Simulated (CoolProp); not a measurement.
Saturation properties of R141b (Tc = 477.5 K, pc = 42.12 bar, ω = 0.220).

Model: reference Helmholtz-energy equation of state, Lemmon 2006, in CoolProp. It is a short technical equation, of lower accuracy than the large ones.

```csv
T (K),p (bar),liquid density (kg/m³),liquid cp (kJ/(kg K)),surface tension (mN/m),liquid viscosity (µPa s),liquid conductivity (mW/(m K))
268.7,0.2285,1289,1.121,21.9,584,99.3
284.3,0.4563,1260,1.137,19.9,479,94.8
299.9,(withheld),1230,1.156,18.0,399,90.4
315.4,(withheld),1200,1.179,16.1,337,86.1
331,2.314,1168,1.205,14.2,286,81.9
346.5,3.553,1134,1.235,12.4,245,77.9
362.1,5.249,1099,1.270,10.6,211,(withheld)
377.7,(withheld),1061,(withheld),8.93,182,70.4
```

Task: Fill in the missing entries.

Result: 
- 299.9, p (bar): 0.8380
- 315.4, p (bar): 1.431
- 362.1, liquid conductivity (mW/(m K)): 74.1
- 377.7, p (bar): 7.487
- 377.7, liquid cp (kJ/(kg K)): 1.311

It boils at 305.2 K under 1 atm.

Viscosity comes from a separate model (Huber 2003), an estimate that may be off by 10 % or more. Thermal conductivity comes from a separate model (Huber 2003), an estimate that may be off by 10 % or more. Surface tension comes from a separate correlation (Mulero 2012).
